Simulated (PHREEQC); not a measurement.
Make-up at 25 °C: 0.68 mol NH3, 0.0028 mol Na2SiO3 and 0.0047 mol (CH3)4NCl per kg of water. Closed to the air; pH follows from the charge balance.

The numbers come from PHREEQC with the ion-association model, phreeqc.dat.

Precipitation was switched off in this run.

### Question
Order these Si species by the share of Si that they hold, largest first: H3SiO4-, H4SiO4, H2SiO4-2.

### Answer
H3SiO4- (94 %), H2SiO4-2 (4.4 %), H4SiO4 (1.2 %)

The pH is 11.69 and the ionic strength 0.0132 mol/kgw. (CH3)4N+ isn't in the database: it is added as a free cation with an ion size of 4 Å.
